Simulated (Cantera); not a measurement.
Cantera with NASA thermochemical tables; ideal gases at 1 bar, condensed phases pure. Values are per mole of reaction as written; species without (g) are pure solids or liquids, kept so even where they would boil at 1 bar.

Cl2(g) + Pb ⇌ PbCl2(g)

```csv
T (K),ΔH° (kJ),ΔS° (J/K),ΔG° (kJ),log10 K
1173,___,___,___,___
1273,___,___,___,___
1373,___,___,___,___
1473,-188.7,8.4,-201.1,7.13
1573,-189.5,7.8,-201.9,6.70
1673,___,___,___,___
```

### Question
Complete the blanks.

### Answer

- 1173, ΔH° (kJ): -186.3
- 1173, ΔS° (J/K): 10.2
- 1173, ΔG° (kJ): -198.3
- 1173, log10 K: 8.83
- 1273, ΔH° (kJ): -187.1
- 1273, ΔS° (J/K): 9.6
- 1273, ΔG° (kJ): -199.3
- 1273, log10 K: 8.18
- 1373, ΔH° (kJ): -187.9
- 1373, ΔS° (J/K): 8.9
- 1373, ΔG° (kJ): -200.2
- 1373, log10 K: 7.62
- 1673, ΔH° (kJ): -190.4
- 1673, ΔS° (J/K): 7.3
- 1673, ΔG° (kJ): -202.6
- 1673, log10 K: 6.33
